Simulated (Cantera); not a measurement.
A closed system holds: 1 mol SiH₂Cl₂, 0.28 mol N₂, a varied amount of H₂, equilibrated at 8.00 Pa.

Cantera equilibrium calculation (NASA polynomials, part measured and part estimated; ideal gas, pure solids and liquids). Candidate condensed phases: NH₄Cl, Si, Si₃N₄; 28 gas species. N₂ is the only nitrogen source here; it is nearly inert below about 1500 K, so the nitride shown seldom forms there in practice. Mutual solubility and eutectic melting of coexisting phases are not modelled. The tables' values for SiCl₃ are old estimates. Kinetics and transport are ignored.

Stable condensed phases, one row left out:

```
T in K \ n(H₂) in mol
         0.88  1.3    2  3.1  4.8  7.3   11   17
   2075     A    A    A    A    A    A    A    A
   2000     A    A    A    A    A    A    A    A
   1925     A    A    A    A    A    A    A    A
   1775     B    B    B    B    B    B    B    B
   1700     B    B    B    B    B    B    B    B
   1625     B    B    B    B    B    B    B    B
   1550     B    B    B    B    B    B    B    B
   1475     B    B    B    B    B    B    B    B
   1400     C    C    B    B    B    B    B    B
   1325     D    D    C    C    C    C    C    C
   1250     D    D    D    C    C    C    C    C
```

A: gas only; B: Si; C: Si + Si₃N₄; D: Si₃N₄.

**Question.** Give the row for 1850 K.

**Answer.** 0.88: gas only; 1.3: gas only; 2: gas only; 3.1: gas only; 4.8: gas only; 7.3: gas only; 11: gas only; 17: gas only.
